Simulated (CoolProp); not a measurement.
Vapour-liquid equilibrium of propane (1) + toluene (2) at 0.0464 MPa; x and y are mole fractions of (1).

Computed with CoolProp (multi-fluid Helmholtz-energy mixture model, Lemmon 2009 and Lemmon 2006; pair parameters Bell 2016).

```json
[
 {"x": "0.05", "bubble temperature, mixture model (°C)": "(withheld)", "bubble temperature, Raoult's law (°C)": "21.4", "y, mixture model": "(withheld)", "y, Raoult's law": "0.936"},
 {"x": "0.2", "bubble temperature, mixture model (°C)": "-40.3", "bubble temperature, Raoult's law (°C)": "-21.5", "y, mixture model": "0.999", "y, Raoult's law": "0.997"},
 {"x": "0.35", "bubble temperature, mixture model (°C)": "-48.9", "bubble temperature, Raoult's law (°C)": "-35.9", "y, mixture model": "1.000", "y, Raoult's law": "0.999"},
 {"x": "0.5", "bubble temperature, mixture model (°C)": "(withheld)", "bubble temperature, Raoult's law (°C)": "-44.1", "y, mixture model": "1.000", "y, Raoult's law": "1.000"},
 {"x": "0.65", "bubble temperature, mixture model (°C)": "(withheld)", "bubble temperature, Raoult's law (°C)": "-49.8", "y, mixture model": "1.000", "y, Raoult's law": "1.000"},
 {"x": "0.8", "bubble temperature, mixture model (°C)": "(withheld)", "bubble temperature, Raoult's law (°C)": "-54.0", "y, mixture model": "1.000", "y, Raoult's law": "1.000"},
 {"x": "0.95", "bubble temperature, mixture model (°C)": "(withheld)", "bubble temperature, Raoult's law (°C)": "-57.4", "y, mixture model": "1.000", "y, Raoult's law": "1.000"}
]
```

Task: Some entries are withheld; supply them.

Result: 
- 0.05, bubble temperature, mixture model (°C): -1.3
- 0.05, y, mixture model: 0.982
- 0.5, bubble temperature, mixture model (°C): -52.2
- 0.65, bubble temperature, mixture model (°C): -53.9
- 0.8, bubble temperature, mixture model (°C): -55.4
- 0.95, bubble temperature, mixture model (°C): -57.5

The largest gap from Raoult's law is -22.7 K in bubble temperature, at x = 0.05. No azeotrope shows between x = 0.05 and 0.95.

The pair parameters rest on a limited set of measurements; away from them the model extrapolates. With so large a gap from Raoult's law the liquid may split in two, which this calculation doesn't test in full.
